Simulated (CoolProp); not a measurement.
Toluene at 339.83 K and 13.9 MPa is throttled through a valve to 6.46 MPa with no heat exchange. Each further row changes one setting.

Model: reference Helmholtz-energy equation of state, Lemmon 2006, in CoolProp. It is a short technical equation, of lower accuracy than the large ones.

```tsv
case	temperature change (K)	final density (kg/m³)
as stated	+3.1	826
outlet pressure 1.94 MPa	+4.9	820
outlet pressure 8.4 MPa	+2.3	829
```
